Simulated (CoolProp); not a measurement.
Properties of acetone along the isobar 1840 kPa (Tc = 235.0 °C, pc = 4692 kPa, ω = 0.307).

Computed with CoolProp (reference Helmholtz-energy equation of state, Lemmon 2006). It is a short technical equation, of lower accuracy than the large ones.

```json
[
 {"T (°C)": "90.15", "phase": "liquid", "cp (kJ/(kg K))": "2.339", "cv (kJ/(kg K))": "1.674", "isothermal compressibility (1/MPa)": "0.002513", "expansivity (1/kK)": "1.806"},
 {"T (°C)": "105.75", "phase": "liquid", "cp (kJ/(kg K))": "2.402", "cv (kJ/(kg K))": "1.709", "isothermal compressibility (1/MPa)": "0.003071", "expansivity (1/kK)": "1.968"},
 {"T (°C)": "121.25", "phase": "liquid", "cp (kJ/(kg K))": "2.474", "cv (kJ/(kg K))": "1.744", "isothermal compressibility (1/MPa)": "0.003833", "expansivity (1/kK)": "2.176"},
 {"T (°C)": "136.85", "phase": "liquid", "cp (kJ/(kg K))": "2.560", "cv (kJ/(kg K))": "1.782", "isothermal compressibility (1/MPa)": "0.004940", "expansivity (1/kK)": "2.457"},
 {"T (°C)": "152.35", "phase": "liquid", "cp (kJ/(kg K))": "2.665", "cv (kJ/(kg K))": "1.821", "isothermal compressibility (1/MPa)": "0.006642", "expansivity (1/kK)": "2.853"},
 {"T (°C)": "167.95", "phase": "liquid", "cp (kJ/(kg K))": "2.809", "cv (kJ/(kg K))": "1.864", "isothermal compressibility (1/MPa)": "0.009587", "expansivity (1/kK)": "3.476"},
 {"T (°C)": "183.45", "phase": "gas", "cp (kJ/(kg K))": "2.617", "cv (kJ/(kg K))": "1.913", "isothermal compressibility (1/MPa)": "0.8365", "expansivity (1/kK)": "7.116"},
 {"T (°C)": "199.05", "phase": "gas", "cp (kJ/(kg K))": "2.388", "cv (kJ/(kg K))": "1.874", "isothermal compressibility (1/MPa)": "0.7524", "expansivity (1/kK)": "5.406"},
 {"T (°C)": "214.65", "phase": "gas", "cp (kJ/(kg K))": "2.277", "cv (kJ/(kg K))": "1.862", "isothermal compressibility (1/MPa)": "0.7048", "expansivity (1/kK)": "4.451"},
 {"T (°C)": "230.15", "phase": "gas", "cp (kJ/(kg K))": "2.220", "cv (kJ/(kg K))": "1.866", "isothermal compressibility (1/MPa)": "0.6739", "expansivity (1/kK)": "3.836"},
 {"T (°C)": "245.75", "phase": "gas", "cp (kJ/(kg K))": "2.193", "cv (kJ/(kg K))": "1.879", "isothermal compressibility (1/MPa)": "0.6520", "expansivity (1/kK)": "3.400"},
 {"T (°C)": "261.25", "phase": "gas", "cp (kJ/(kg K))": "2.183", "cv (kJ/(kg K))": "1.898", "isothermal compressibility (1/MPa)": "0.6356", "expansivity (1/kK)": "3.075"},
 {"T (°C)": "276.85", "phase": "gas", "cp (kJ/(kg K))": "2.184", "cv (kJ/(kg K))": "1.921", "isothermal compressibility (1/MPa)": "0.6228", "expansivity (1/kK)": "2.820"}
]
```
